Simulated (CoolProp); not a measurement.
R152A at several states: density (kg/m³) from the reference equation and from simpler models built on Tc = 386.4 K, pc = 4.517 MPa, ω = 0.275; each cubic takes its own stable root.

Computed with CoolProp (reference Helmholtz-energy equation of state, Outcalt 1996). It is a modified Benedict-Webb-Rubin equation, recast in Helmholtz form.

```tsv
T (K)	p (MPa)	phase	reference	Redlich-Kwong	Peng-Robinson
255.2	0.727	liquid	999.6	801.2	941.6
233.3	9.49	liquid	[?]	[?]	[?]
464.1	0.064	gas	1.098	1.099	1.099
235.8	10.5	liquid	1055	858.0	991.9
180.4	0.181	liquid	1145	922.1	1057
```

Task: Complete the blanks.

Result: 
- 233.3, reference: 1058
- 233.3, Redlich-Kwong: 859.9
- 233.3, Peng-Robinson: 994.2
